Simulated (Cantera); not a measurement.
Silicon oxide and oxynitride deposition: SiH₂Cl₂ + O₂ + N₂

Input: 1 mol SiH₂Cl₂, 3.7 mol O₂, 33 mol N₂, equilibrated at 72.0 Pa.

These are equilibrium values from Cantera (NASA tables, ideal gas, pure condensed phases), not measurements of a reactor. Candidate condensed phases: H₂O, NH₄Cl, Si, SiO₂, Si₂N₂O, Si₃N₄; 47 gas species. The tables hold silica as quartz up to 1696 K and as liquid above; real silica turns to tridymite and cristobalite and melts near 1996 K. Equilibrium is a limit: real reactors are often held back by kinetics, nucleation or transport.

```
T (°C)   x N₂    x O₂   x HCl     x Cl  n SiO₂(β-quartz)
------  -----  ------  ------  -------  ----------------
827     0.875  0.0705  0.0485  0.00203              1.00
852     0.875  0.0704  0.0483  0.00252              1.00
877     0.875  0.0703  0.0482  0.00307              1.00
902     0.875  0.0702  0.0479  0.00367              1.00
927     0.875  0.0701  0.0475  0.00431              1.00
952     0.874  0.0700  0.0470  0.00499              1.00
977     0.874  0.0698  0.0465  0.00571              1.00
1002    0.874  0.0696  0.0459  0.00645              1.00
1027    0.874  0.0694  0.0452  0.00723              1.00
1052    0.874  0.0692  0.0445  0.00804              1.00
1077    0.873  0.0690  0.0437  0.00888              1.00
1102    0.873  0.0687  0.0429  0.00975              1.00
1127    0.873  0.0685  0.0421   0.0106              1.00
1152    0.873  0.0682  0.0412   0.0116              1.00
```
x: gas mole fraction; n: condensed amount in mol.

From 827 °C to 1152 °C the condensed part is SiO₂(β-quartz).
